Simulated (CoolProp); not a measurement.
Aqueous ethanol as a coolant, at 32 °C, 1 atm.

Values from CoolProp's Melinder's fits for secondary coolants.

```tsv
mass %	freezing point (°C)	cp (kJ/(kg K))	density (kg/m³)	conductivity (W/(m K))	Prandtl number
2.5	-1.0	4.188	990.2	0.598	5.90
8.2	-3.5	4.250	980.7	0.556	7.86
13.9	-6.7	4.301	972.2	0.517	10.3
19.5	-10.7	4.316	963.9	0.480	13.0
25.2	-15.6	4.291	954.8	0.446	15.7
30.8	-20.9	4.232	944.9	0.414	18.0
36.5	-26.3	4.147	933.7	0.384	20.0
42.1	-31.4	4.052	921.8	0.356	21.5
```
